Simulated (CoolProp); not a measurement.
Vapour-liquid equilibrium of C2F6 (R116) (1) + propylene (2) at 252.3 K; x and y are mole fractions of (1).

Computed with CoolProp (multi-fluid Helmholtz-energy mixture model, Lemmon 2006 and Lemmon 2013; pair parameters Bell 2016).

```
x     bubble pressure, mixture model (kPa)  bubble pressure, Raoult's law (kPa)  y, mixture model  y, Raoult's law
----  ------------------------------------  -----------------------------------  ----------------  ---------------
0.05                                 508.8                                332.8             0.414            0.153
0.15                                     ?                                405.1             0.612            0.378
0.25                                 867.8                                477.5             0.669            0.534
0.35                                 919.5                                549.8             0.695            0.649
0.45                                 950.8                                622.2                 ?            0.738
0.55                                 977.6                                694.6                 ?            0.808
0.65                                     ?                                766.9             0.760            0.865
0.75                                  1027                                839.3             0.799            0.912
0.85                                  1041                                911.6             0.857            0.951
0.95                                     ?                                984.0             0.943            0.985
```

Q: Fill in the missing entries.

A: 
- 0.15, bubble pressure, mixture model (kPa): 756.7
- 0.45, y, mixture model: 0.713
- 0.55, y, mixture model: 0.733
- 0.65, bubble pressure, mixture model (kPa): 1004
- 0.95, bubble pressure, mixture model (kPa): 1035

The largest gap from Raoult's law is +86.8 % in bubble pressure, at x = 0.15. y crosses x between x = 0.85 and 0.95: the model has an azeotrope there.

Pair parameters are fitted to limited data, so mixtures are less certain than the pure fluids. With so large a gap from Raoult's law the liquid may split in two, which this calculation doesn't test in full.
